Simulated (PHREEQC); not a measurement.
A made-up water analysis in mg/L, 25 °C, pH 6.07, pe -1.8: Na 0.0163; K 0.099; Ca 0.306; Mg 0.00702; Cl 0.146; S(6) as SO4 0.445; Alkalinity as HCO3 0.365; Li 0.000282; Sr 0.0175; F 3.87e-05.

Valence states are taken as typed.

The numbers come from PHREEQC with the ion-association model, wateq4f.dat.

Precipitation was switched off in this run.

Task: Predict the charge-balance error.

Result: charge-balance error 0.4 %.

Task: In which forms is C present?

Result: CO2 66 %, HCO3- 34 % of the C.

Species that the database lacks are ignored.
